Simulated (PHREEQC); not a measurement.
AlCl3 is added in steps, without added water, to 1 kg of water holding 10 mmol/kgw CuSO4 and 34 mmol/kgw HCl, at 25 °C. Oxygen is held at 0.21 atm. No CO2 enters from the air. Only these solids could form: Gibbsite, Cu(OH)2, Brochantite, Antlerite, Atacamite, Basaluminite, Chalcanthite.

Base run: PHREEQC, ion-association model, wateq4f.dat. Each further column changes one thing. The table gives HSO4- (mol/kgw).

| AlCl3 added (mol) | base | diluted 10-fold with water | HCl from 0.034 to 0.051 mol/kgw | CuSO4 from 0.01 to 0.009 mol/kgw | no solid may form |
|---|---|---|---|---|---|
| 0 | 0.00492 | 0.000170 | 0.00592 | 0.00453 | 0.00492 |
| 0.0102 | 0.00285 | 3.18e-5 | 0.00372 | 0.00255 | 0.00285 |
| 0.0187 | 0.00212 | 2.27e-5 | [?] | 0.00189 | 0.00212 |
| 0.0289 | 0.00167 | 1.78e-5 | [?] | 0.00149 | 0.00167 |
| 0.0391 | 0.00140 | 1.50e-5 | 0.00198 | 0.00126 | 0.00140 |
| 0.0493 | 0.00123 | 1.32e-5 | [?] | 0.00110 | 0.00123 |
| 0.0578 | 0.00112 | 1.20e-5 | 0.00159 | 0.00100 | 0.00112 |
| 0.068 | 0.00101 | 1.10e-5 | 0.00145 | 0.000910 | 0.00101 |

**Question.** Complete the blanks.

**Answer.** 
- 0.0187, HCl from 0.034 to 0.051 mol/kgw: 0.00288
- 0.0289, HCl from 0.034 to 0.051 mol/kgw: 0.00232
- 0.0493, HCl from 0.034 to 0.051 mol/kgw: 0.00174
